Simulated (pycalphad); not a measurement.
An equivalent pycalphad script:

```python
from pycalphad import Database, equilibrium, calculate, variables as v
import numpy as np
db = Database('COST507.tdb')
comps = ['SI', 'CU', 'VA']
phases = ['BCC_A2', 'CU19SI6_ETA', 'CU33SI7_DELTA', 'CU4SI_EPSILON', 'CU56SI11_GAMMA', 'DIAMOND_A4', 'FCC_A1', 'HCP_A3', 'LIQUID']
eq = equilibrium(db, comps, phases, {v.X('CU'): 0.0285, v.T: np.arange(1850, 499, -75), v.P: 101325, v.N: 1}, output=['HM', 'SM'])
```

Computed with pycalphad from the COST 507 light-alloy database (1999), at 1 atm. The database dates from 1999; later assessments differ in places, in temperatures and in the compounds included. Phase fractions are per mole of atoms. Diffusion is slow at the low end, where real alloys seldom reach equilibrium.

Results at three of the temperatures:

```
T = 1475.00 K, P = 101325 Pa, N = 1 mol of atoms
G = -56880 J/mol, H = 32875 J/mol, S = 60.85 J/(mol K)  (SER reference)
chemical potentials (J/mol): Si -55512, Cu -103529
phase             fraction      x(Si)      x(Cu)
DIAMOND_A4          0.9126     1.0000       none
LIQUID              0.0874     0.6739     0.3261
```

```
T = 1025.00 K, P = 101325 Pa, N = 1 mol of atoms
G = -32233 J/mol, H = 17747 J/mol, S = 48.76 J/(mol K)  (SER reference)
chemical potentials (J/mol): Si -31573, Cu -54727
phase             fraction      x(Si)      x(Cu)
DIAMOND_A4          0.9625     1.0000       none
CU19SI6_ETA         0.0375     0.2400     0.7600
```

```
T = 725.00 K, P = 101325 Pa, N = 1 mol of atoms
G = -18878 J/mol, H = 10011 J/mol, S = 39.85 J/(mol K)  (SER reference)
chemical potentials (J/mol): Si -18450, Cu -33455
phase             fraction      x(Si)      x(Cu)
DIAMOND_A4          0.9625     1.0000       none
CU19SI6_ETA         0.0375     0.2400     0.7600
```

Changes of the phase set, refined by bisection:

```csv
T (K),phases above,phases below
1672.9,LIQUID,DIAMOND_A4 + LIQUID
1073.7,DIAMOND_A4 + LIQUID,CU19SI6_ETA + DIAMOND_A4
```

Database names, with the compositions (at.%) that they take in these runs: CU19SI6_ETA: Cu 76 Si 24. DIAMOND_A4 is diamond (Si). An entry "none" or "no" means that the model of the phase leaves that element out. The hcp model here describes the intermediate κ phase of Cu-Si.
